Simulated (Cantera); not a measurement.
Input: 1 mol Si₂Cl₆, a varied amount of Cl₂, 10 mol H₂, at 1773.15 K and 6.38 Torr.

Cantera equilibrium calculation (NASA polynomials, part measured and part estimated; ideal gas, pure solids and liquids). Candidate condensed phases: Si; 19 gas species. The feed counts by its element totals alone. Gases not in the tables: Si₂H₆ and higher silanes. Kinetics and transport are ignored.

**Question.** Which condensed phases are stable at each of these points (n(Cl₂) (mol)): 0.004, 0.0066, 0.011, 0.018, 0.029, 0.048, 0.079, 0.13, 0.21, 0.35, 0.58?

**Answer.** 
| n(Cl₂) (mol) | condensed phases | Si condensed (%) |
|---|---|---|
| 0.004 | Si(l) | 6.4 |
| 0.0066 | Si(l) | 6.3 |
| 0.011 | Si(l) | 6.2 |
| 0.018 | Si(l) | 5.9 |
| 0.029 | Si(l) | 5.5 |
| 0.048 | Si(l) | 4.7 |
| 0.079 | Si(l) | 3.5 |
| 0.13 | Si(l) | 1.5 |
| 0.21 | gas only | 0.0 |
| 0.35 | gas only | 0.0 |
| 0.58 | gas only | 0.0 |

From 0.004 mol Cl₂ to 0.13 mol Cl₂ the condensed part is Si(l). From 0.21 mol Cl₂ to 0.58 mol Cl₂ nothing is condensed.
